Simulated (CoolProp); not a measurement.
Saturation properties of toluene.

Values from CoolProp's reference Helmholtz-energy equation of state, Lemmon 2006. It is a short technical equation, of lower accuracy than the large ones.

| T (°C) | p (MPa) | liquid density (kg/m³) | liquid viscosity (µPa s) | vapour viscosity (µPa s) |
|---|---|---|---|---|
| 62.55 | 0.02049 | 826.7 | 370 | 7.78 |
| 71.85 | 0.02910 | 817.7 | 340 | 7.98 |
| 81.15 | 0.04044 | 808.7 | 314 | 8.17 |
| 90.45 | 0.05508 | 799.5 | 291 | 8.37 |
| 99.65 | 0.07346 | 790.3 | 270 | 8.57 |
| 108.95 | 0.09668 | 780.8 | 252 | 8.76 |
| 118.25 | 0.1253 | 771.2 | 235 | 8.96 |
| 127.55 | 0.1602 | 761.4 | 220 | 9.16 |
| 136.75 | 0.2016 | 751.6 | 207 | 9.36 |
| 146.05 | 0.2515 | 741.4 | 194 | 9.56 |
| 155.35 | 0.3104 | 730.9 | 183 | 9.76 |
| 164.65 | 0.3791 | 720.2 | 172 | 9.97 |
| 173.85 | 0.4580 | 709.3 | 163 | 10.2 |

It boils at 110.6 °C under 1 atm.

Viscosity comes from a separate model (Avgeri 2015).
